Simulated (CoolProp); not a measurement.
R141b along the isobar 5060 kPa: density (kg/m³) from the reference equation and from simpler models built on Tc = 477.5 K, pc = 4212 kPa, ω = 0.220; each cubic takes its own stable root.

Model: reference Helmholtz-energy equation of state, Lemmon 2006, in CoolProp. It is a short technical equation, of lower accuracy than the large ones.

| T (K) | phase | reference | van der Waals | Peng-Robinson |
|---|---|---|---|---|
| 349.7 | liquid | 1143 | 718.2 | 1187 |
| 359.4 | liquid | 1123 | 706.7 | 1164 |
| 369.2 | liquid | 1101 | 694.7 | 1139 |
| 378.9 | liquid | 1079 | 682.3 | 1112 |
| 388.6 | liquid | 1056 | 669.2 | 1084 |
| 398.3 | liquid | 1032 | 655.5 | 1054 |
| 408.1 | liquid | 1006 | 640.7 | 1021 |
| 417.8 | liquid | 978.7 | 625.2 | 985.9 |
| 427.5 | liquid | 949.4 | 608.6 | 947.5 |
| 437.2 | liquid | 917.4 | 590.5 | 905.1 |
| 447 | liquid | 881.4 | 570.3 | 857.0 |
| 456.7 | liquid | 840.3 | 547.9 | 802.3 |
